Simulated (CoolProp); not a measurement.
Vapour-liquid equilibrium of octamethyltrisiloxane (MDM) (1) + octamethylcyclotetrasiloxane (D4) (2) at 0.515 bar; x and y are mole fractions of (1).

Values from CoolProp's multi-fluid Helmholtz-energy mixture model, Thol 2017 and Thol 2015; pair parameters Bell 2016.

Problem. Give the bubble temperature and the first vapour's composition at x = 0.35, 0.8, 0.95. Is there an azeotrope?

Solution. x = 0.35: 414.4 K, y = 0.503; x = 0.8: 405.2 K, y = 0.884; x = 0.95: 402.5 K, y = 0.974. No azeotrope shows between x = 0.05 and 0.95.

The pair parameters rest on a limited set of measurements; away from them the model extrapolates.
